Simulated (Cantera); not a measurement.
Cantera run:

```python
import numpy as np
import cantera as ct

gas_names = """
    TiO H OH H2O2
""".split()
cond_names = """
    C(gr) TiC(s) TiC(L) Ti3O5(a) Ti3O5(b) Ti3O5(L)
""".split()


# ... load() reads the species with a 1 bar reference pressure and builds the phases ...
species = {s.name: s for s in load("nasa_gas.yaml", gas_names) + load("nasa_condensed.yaml", cond_names)}
# Each term lists the table entries of one substance; the one whose range holds T is used.
reactions = {
    'TiO(g) + C + H(g) = OH(g) + TiC':
        [(-1, ['TiO']), (-1, ['C(gr)']), (-1, ['H']), (1, ['OH']), (1, ['TiC(s)', 'TiC(L)'])],
    '5 H2O2(g) + 6 TiC = 10 H(g) + 6 C + 2 Ti3O5':
        [(-5, ['H2O2']), (-6, ['TiC(s)', 'TiC(L)']), (10, ['H']), (6, ['C(gr)']), (2, ['Ti3O5(a)', 'Ti3O5(b)', 'Ti3O5(L)'])],
}


def pick(names, T):
    return next(species[n] for n in names if species[n].thermo.min_temp <= T <= species[n].thermo.max_temp)


results = []
for label, terms in reactions.items():
    print(label)
    print("     T/K   dH/kJ  dS/(J/K)   dG/kJ   log10 K")
    for T in [300, 2450, 2500, 2550, 2600, 2650, 2700, 2750, 2800]:
        used = [(nu, pick(names, T)) for nu, names in terms]
        dH = sum(nu * s.thermo.h(T) for nu, s in used) / 1e6
        dS = sum(nu * s.thermo.s(T) for nu, s in used) / 1e3
        dG = dH - T * dS / 1e3
        logK = -dG * 1e6 / (ct.gas_constant * T * np.log(10))
        results.append((label, T, dH, dS, dG, logK, [s.name for _, s in used]))
        print(f"{T:8g} {dH:8.1f} {dS:8.1f} {dG:8.1f} {logK:8.2f}")
```

Result:

```
TiO(g) + C + H(g) = OH(g) + TiC
     T/K   dH/kJ  dS/(J/K)   dG/kJ   log10 K
     300   -417.1   -146.0   -373.4    65.01
    2450   -405.0   -136.9    -69.5     1.48
    2500   -404.3   -136.7    -62.7     1.31
    2550   -403.6   -136.4    -55.9     1.14
    2600   -402.9   -136.1    -49.1     0.99
    2650   -402.1   -135.8    -42.3     0.83
    2700   -401.3   -135.5    -35.5     0.69
    2750   -400.5   -135.2    -28.7     0.55
    2800   -399.6   -134.9    -22.0     0.41
5 H2O2(g) + 6 TiC = 10 H(g) + 6 C + 2 Ti3O5
     T/K   dH/kJ  dS/(J/K)   dG/kJ   log10 K
     300   -952.0    123.3   -989.0   172.19
    2450   -271.1    655.1  -1876.2    40.00
    2500   -264.6    657.8  -1909.0    39.89
    2550   -258.2    660.3  -1941.9    39.78
    2600   -252.1    662.7  -1975.0    39.68
    2650   -246.1    664.9  -2008.2    39.58
    2700   -240.3    667.1  -2041.5    39.49
    2750   -234.8    669.1  -2074.9    39.41
    2800   -229.4    671.1  -2108.4    39.33
```

Cantera with NASA thermochemical tables; ideal gases at 1 bar, condensed phases pure. TiC: taken at fixed stoichiometry. Condensed species are held in their standard states even where they would react or evaporate.
